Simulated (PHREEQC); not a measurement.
Make-up at 20 °C: 0.022 mol/kgw NH3. Closed to the air; pH follows from the charge balance.

Computed with PHREEQC (ion-association model, phreeqc.dat).

This is a speciation only: nothing precipitates in the calculation.

**Question.** What pH does the model give?

**Answer.** pH 10.95.

**Question.** In which forms is N present?

**Answer.** NH3 97 %, NH4+ 2.8 % of the N.
